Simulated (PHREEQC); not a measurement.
PHREEQC input (ion-association model, wateq4f.dat):

```
SOLUTION_MASTER_SPECIES
  An  An-  0  An  62.0  # stands for a non-complexing anion
SOLUTION_SPECIES
  An- = An-
    -log_k 0
    -gamma 3.0 0
PHASES
  Fix_H+
    H+ = H+
    -log_k 0
SOLUTION 1
  temp 25
  units mmol/kgw
  pH 7 charge
  Na 50
  An 50
END
SELECTED_OUTPUT 1
  -reset false
  -pH true
  -pe true
  -ionic_strength true
  -water true
  -totals Na
  -molalities Hfo_wOH Hfo_wOH2+ Hfo_wO- Hfo_sOH Hfo_sOH2+ Hfo_sO-
USER_PUNCH 1
  -headings sigma psi
  10 PUNCH EDL("sigma", "Hfo"), EDL("psi", "Hfo")
PRINT
  -reset false
USE solution 1
SURFACE 1
  Hfo_wOH 0.00179775 600 0.8
  Hfo_sOH 4.49438e-05
EQUILIBRIUM_PHASES 1
  Fix_H+ -4 HAn 10
    -force_equality true
  O2(g) -0.68 10
END
# ... the last block is repeated for the other 16 points of pH, with NaOH or the acid as the point needs
```

Selected output (columns that matter, 9 of 17 rows; pH added in front):

```
pH	mu	Na	m_Hfo_wOH	m_Hfo_wOH2+	m_Hfo_wO-	m_Hfo_sOH	m_Hfo_sOH2+	m_Hfo_sO-	sigma	psi
4	0.050849	0.05	0.00036487	0.0014307	2.1316e-06	9.1218e-06	3.5769e-05	5.3291e-08	0.29437	0.15952
4.75	0.050542	0.05	0.00075549	0.0010296	1.27e-05	1.8887e-05	2.5739e-05	3.175e-07	0.20953	0.1423
5.5	0.050327	0.05	0.001086	0.00067155	4.023e-05	2.7149e-05	1.6789e-05	1.0058e-06	0.13009	0.11824
6.25	0.05018	0.05	0.0012763	0.00043578	8.5638e-05	3.1908e-05	1.0894e-05	2.141e-06	0.072147	0.089131
7	0.050085	0.05	0.0013552	0.00030434	0.00013824	3.3879e-05	7.6086e-06	3.4559e-06	0.034227	0.055526
7.75	0.050024	0.05	0.001378	0.0002332	0.00018654	3.445e-05	5.83e-06	4.6635e-06	0.0096141	0.018429
8.5	0.05003	0.050056	0.0013776	0.0001847	0.00023541	3.4441e-05	4.6174e-06	5.8852e-06	-0.010449	-0.019955
9.25	0.05011	0.050198	0.0013534	0.00013617	0.00030817	3.3835e-05	3.4042e-06	7.7042e-06	-0.035441	-0.056946
10	0.050307	0.050492	0.0012711	8.3514e-05	0.00044317	3.1776e-05	2.0879e-06	1.1079e-05	-0.074109	-0.090366
```
